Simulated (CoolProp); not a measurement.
The fluid at 298.15 K and 0.845 MPa is throttled through a valve to 0.095 MPa with no heat exchange. The same conditions are run with several fluids, on thermodynamics alone (safety and materials aside).

Computed with CoolProp (reference Helmholtz-energy equation of state of each fluid (R1132(E): Akasaka 2024; R410A: Lemmon 2003; sulfur hexafluoride: Guder 2009; oxygen: Schmidt 1985; CH3F (R41): Lemmon 2006)). Blends and air are pseudo-pure fits.

```
fluid                temperature change (K)  final density (kg/m³)
-------------------  ----------------------  ---------------------
R1132(E)                              -13.2                   2.60
R410A                                   [?]                   2.99
sulfur hexafluoride                     [?]                    [?]
oxygen                                 -2.0                   1.24
CH3F (R41)                            -14.3                    [?]
```

Question: Some entries are withheld; supply them.

Answer: 
- R410A, temperature change (K): -16.9
- sulfur hexafluoride, temperature change (K): -7.7
- sulfur hexafluoride, final density (kg/m³): 5.81
- CH3F (R41), final density (kg/m³): 1.38
